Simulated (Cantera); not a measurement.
Charge: 1 mol Al, 200 mol NH3, 13 mol H2, held at 6.60 mbar.

Cantera equilibrium calculation (NASA polynomials, part measured and part estimated; ideal gas, pure solids and liquids). Candidate condensed phases: Al, AlN; 13 gas species. Equilibrium is a limit: real reactors are often held back by kinetics, nucleation or transport. All values below are at 1700 K.

Base state: H2 0.757, N2 0.241, H 0.00158, Al 9.45e-5 (mole fractions); condensed: AlN(s).

Problem. What changes in the equilibrium state with this change: Al replaced by AlCl3?

Solution. 
| species | before | after |
|---|---|---|
| H2 | 0.757 | 0.750 |
| N2 | 0.241 | 0.241 |
| HCl | 0 | 0.00480 |
| AlCl | 0 | 0.00238 |
| AlCl2 | 0 | 1.84e-5 |
| Al | 9.45e-5 | 7.47e-6 |
| H | 0.00158 | 0.00157 |
| AlN(s), mol | 0.959 | 0 |
The tables' values for AlCl2 are old estimates; treat these amounts as uncertain. Further candidate phases: AlCl3, NH4Cl.
